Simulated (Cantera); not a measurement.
## Thermodynamics of iron carbonyl, mercury and lead vapours, feed Pb + H2

Feed: 1 mol Pb, a varied amount of H2, equilibrated at 1623 K and 0.100 bar.

Equilibrium computed with Cantera from the NASA thermochemical tables; the gas is ideal and each condensed phase is pure. Candidate condensed phases: Pb; 4 gas species. The numbers say what is thermodynamically allowed, not how fast it happens.

```json
[
 {"n(H2) (mol)": "0.28", "x H2": "0.266", "x Pb": "0.734", "x Pb2": "0.000631", "x H": "0.000113", "n Pb(l)": "0.225"},
 {"n(H2) (mol)": "0.38", "x H2": "0.275", "x Pb": "0.724", "x Pb2": "0.000615", "x H": "0.000115", "n Pb(l)": "0"},
 {"n(H2) (mol)": "0.52", "x H2": "0.342", "x Pb": "0.657", "x Pb2": "0.000507", "x H": "0.000128", "n Pb(l)": "0"},
 {"n(H2) (mol)": "0.72", "x H2": "0.419", "x Pb": "0.581", "x Pb2": "0.000396", "x H": "0.000141", "n Pb(l)": "0"},
 {"n(H2) (mol)": "0.99", "x H2": "0.498", "x Pb": "0.502", "x Pb2": "0.000296", "x H": "0.000154", "n Pb(l)": "0"},
 {"n(H2) (mol)": "1.4", "x H2": "0.583", "x Pb": "0.416", "x Pb2": "0.000203", "x H": "0.000167", "n Pb(l)": "0"},
 {"n(H2) (mol)": "1.9", "x H2": "0.655", "x Pb": "0.345", "x Pb2": "0.000139", "x H": "0.000177", "n Pb(l)": "0"},
 {"n(H2) (mol)": "2.6", "x H2": "0.722", "x Pb": "0.278", "x Pb2": "9.04e-5", "x H": "0.000186", "n Pb(l)": "0"},
 {"n(H2) (mol)": "3.6", "x H2": "0.782", "x Pb": "0.217", "x Pb2": "5.54e-5", "x H": "0.000193", "n Pb(l)": "0"},
 {"n(H2) (mol)": "4.9", "x H2": "0.830", "x Pb": "0.169", "x Pb2": "3.37e-5", "x H": "0.000199", "n Pb(l)": "0"},
 {"n(H2) (mol)": "6.8", "x H2": "0.872", "x Pb": "0.128", "x Pb2": "1.93e-5", "x H": "0.000204", "n Pb(l)": "0"},
 {"n(H2) (mol)": "9.3", "x H2": "0.903", "x Pb": "0.0971", "x Pb2": "1.11e-5", "x H": "0.000208", "n Pb(l)": "0"}
]
```
x: gas mole fraction; n: condensed amount in mol.

At 0.28 mol H2 the condensed part is Pb(l). From 0.38 mol H2 to 9.3 mol H2 nothing is condensed. The main Pb-bearing gas is Pb throughout.
